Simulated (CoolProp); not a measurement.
Vapour-liquid equilibrium of R1234yf (1) + R227EA (2) at 792 kPa; x and y are mole fractions of (1).

Values from CoolProp's multi-fluid Helmholtz-energy mixture model, Lemmon 2022 and Lemmon 2016; pair parameters Bell 2016.

```tsv
x	bubble temperature (°C)	y at the bubble point	dew temperature at overall composition x (°C)	liquid density (mol/L)
0.05	43.6	…	43.8	7.721
0.2	41.3	…	41.9	7.961
0.35	39.0	0.417	39.9	8.208
0.5	36.9	…	37.9	8.465
0.65	34.9	…	35.8	8.732
0.8	32.9	0.843	33.6	…
0.95	…	0.963	31.2	9.298
```

Task: Some entries are withheld; supply them.

Result: 
- 0.05, y at the bubble point: 0.066
- 0.2, y at the bubble point: 0.250
- 0.5, y at the bubble point: 0.571
- 0.65, y at the bubble point: 0.713
- 0.8, liquid density (mol/L): 9.009
- 0.95, bubble temperature (°C): 31.0

No azeotrope shows between x = 0.05 and 0.95.

Pair parameters are fitted to limited data, so mixtures are less certain than the pure fluids.
